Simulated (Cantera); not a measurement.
Charge: 1 mol Al, 0.94 mol H2O, 1.9 mol N2, 1.7 mol HCl, equilibrated at 10.0 mbar.

Method: chemical equilibrium by Gibbs-energy minimisation in Cantera with the NASA 1993 tables (ideal gas, pure condensed phases). Candidate condensed phases: Al, AlCl3, AlN, Al2O3, H2O, NH4Cl; 45 gas species. The tables' values for AlCl2 are old estimates; treat these amounts as uncertain. Condensed phases not in the tables: AlOCl. Kinetics and transport are ignored.

x: gas mole fraction; n: condensed amount in mol.

| T (K) | x N2 | x H2 | x HCl | x AlCl3 | x AlCl | x AlCl2 | n Al2O3(s) |
|---|---|---|---|---|---|---|---|
| 975 | 0.436 | 0.345 | 0.133 | 0.0857 | 2.75e-9 | 1.17e-6 | 0.313 |
| 1075 | 0.436 | 0.345 | 0.133 | 0.0857 | 1.36e-7 | 1.25e-5 | 0.313 |
| 1175 | 0.436 | 0.344 | 0.133 | 0.0857 | 3.42e-6 | 8.82e-5 | 0.313 |
| 1275 | 0.436 | 0.344 | 0.134 | 0.0852 | … | 0.000452 | 0.313 |
| 1375 | 0.436 | 0.343 | 0.136 | 0.0834 | 0.000484 | 0.00176 | 0.313 |
| 1475 | 0.434 | 0.337 | 0.143 | 0.0773 | 0.00290 | 0.00512 | 0.313 |
| 1575 | 0.430 | 0.324 | … | … | … | 0.0105 | 0.313 |
| 1675 | 0.423 | 0.303 | 0.189 | 0.0451 | 0.0227 | 0.0154 | 0.313 |
| 1775 | 0.416 | 0.282 | 0.218 | 0.0272 | 0.0371 | 0.0175 | 0.313 |
| 1875 | 0.410 | 0.265 | 0.239 | 0.0141 | 0.0499 | 0.0166 | 0.313 |

**Question.** What belongs in the gaps?

**Answer.** 
- 1575, x HCl: 0.162
- 1575, x AlCl3: 0.0638
- 1575, x AlCl: 0.0102
- 1275, x AlCl: 5.08e-5
